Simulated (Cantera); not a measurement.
Input (Python, Cantera):

```python
import numpy as np
import cantera as ct

gas = ct.Solution("h2o2.yaml")
gas.TPX = 1150, 920, {'H2': 0.078, 'O2': 1, 'N2': 0.14}
reactor = ct.IdealGasConstPressureReactor(gas, energy="off", clone=False)
net = ct.ReactorNet([reactor])
net.rtol, net.atol = 1e-08, 1e-18
show = ['H2', 'O2', 'H', 'HO2', 'H2O2', 'H2O']
times = np.geomspace(5e-05, 30, 12)

steps = ct.SolutionArray(gas, extra=["t"])
rows = []
print(f"{'t/s':>10s}{'T/K':>9s}{'P/Pa':>11s}" + "".join(f"{s:>11s}" for s in show))
for t in times:
    while net.time < t:
        t_next = net.step()
        steps.append(gas.state, t=t_next)
    rows.append([np.interp(t, steps.t, y) for y in (steps.T, steps.P, *steps(*show).X.T)])
    print(f"{t:10.3e}{rows[-1][0]:9.1f}{rows[-1][1]:11.4g}" + "".join(f"{x:11.3e}" for x in rows[-1][2:]))
rate = np.gradient(steps.T, steps.t)
print("integrator steps:", len(steps.t))
if steps.T.max() > steps.T[0] + 200:
    print(f"time of steepest temperature rise: {steps.t[rate.argmax()]:.4e} s")
gas.TPX = 1150, 920, {'H2': 0.078, 'O2': 1, 'N2': 0.14}
gas.equilibrate("TP")
print(f"equilibrium (TP): T = {gas.T:.1f} K  " + "  ".join(f"{s} {gas[s].X[0]:.3e}" for s in show))
```

Result:

```
       t/s      T/K       P/Pa         H2         O2          H        HO2       H2O2        H2O
 5.000e-05   1150.0        920  6.404e-02  8.210e-01  5.102e-10  6.210e-10  3.527e-14  2.746e-11
 1.676e-04   1150.0        920  6.404e-02  8.210e-01  1.574e-09  2.084e-09  3.959e-13  7.243e-10
 5.617e-04   1150.0        920  6.404e-02  8.210e-01  1.210e-08  7.030e-09  4.451e-12  2.173e-08
 1.883e-03   1150.0        920  6.402e-02  8.210e-01  4.359e-06  5.005e-08  6.301e-11  1.080e-05
 6.311e-03   1150.0        920  1.996e-03  7.771e-01  1.493e-02  3.199e-06  8.945e-08  5.272e-02
 2.115e-02   1150.0        920  1.136e-03  7.849e-01  9.404e-03  3.013e-06  7.347e-08  5.729e-02
 7.091e-02   1150.0        920  5.483e-04  8.015e-01  2.934e-03  2.589e-06  8.066e-08  6.244e-02
 2.377e-01   1150.0        920  1.030e-04  8.125e-01  2.304e-04  1.379e-06  6.739e-08  6.536e-02
 7.966e-01   1150.0        920  1.093e-05  8.147e-01  8.045e-06  3.570e-07  3.174e-08  6.598e-02
 2.670e+00   1150.0        920  1.305e-06  8.150e-01  3.388e-07  6.575e-08  1.028e-08  6.610e-02
 8.950e+00   1150.0        920  2.142e-07  8.151e-01  2.293e-08  1.351e-08  2.970e-09  6.613e-02
 3.000e+01   1150.0        920  4.542e-08  8.151e-01  2.266e-09  4.346e-09  8.512e-10  6.615e-02
integrator steps: 1954
equilibrium (TP): T = 1150.0 K  H2 3.304e-09  O2 8.151e-01  H 4.501e-11  HO2 5.229e-09  H2O2 8.606e-11  H2O 6.615e-02
```

Computed with Cantera and the H2/O2 subset of GRI-Mech 3.0, which has no nitrogen chemistry. Radical loss at walls, strong at low pressure, is not modelled. The temperature is held fixed by assumption; the heat of reaction is taken as removed at once.
